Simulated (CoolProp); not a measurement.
Vapour-liquid equilibrium of isobutene (1) + acetone (2) at 276.3 K; x and y are mole fractions of (1).

Values from CoolProp's multi-fluid Helmholtz-energy mixture model, Lemmon 2005 and Lemmon 2006; pair parameters Bell 2016.

```
x      bubble pressure (MPa)  y at the bubble point  dew pressure at overall composition x (MPa)  liquid density (mol/L)
-----  ---------------------  ---------------------  -------------------------------------------  ----------------------
0.05                 0.03095                  0.658                                      0.01153                   13.75
0.125                0.05604                  0.821                                      0.01251                   13.48
0.2                  0.07546                  0.874                                      0.01365                   13.22
0.275                0.08995                  0.900                                      0.01503                   12.97
0.35                  0.1005                  0.914                                      0.01672                   12.72
0.425                 0.1081                  0.924                                      0.01883                   12.48
0.5                   0.1138                  0.931                                      0.02155                   12.25
0.575                 0.1184                  0.937                                      0.02518                   12.03
0.65                  0.1225                  0.942                                      0.03028                   11.81
0.725                 0.1267                  0.949                                      0.03794                   11.61
0.8                   0.1314                  0.957                                      0.05073                   11.41
0.875                 0.1369                  0.968                                      0.07589                   11.23
0.95                  0.1434                  0.985                                       0.1275                   11.06
```

No azeotrope shows between x = 0.05 and 0.95.

Pair parameters are fitted to limited data, so mixtures are less certain than the pure fluids. With so large a gap from Raoult's law the liquid may split in two, which this calculation doesn't test in full.
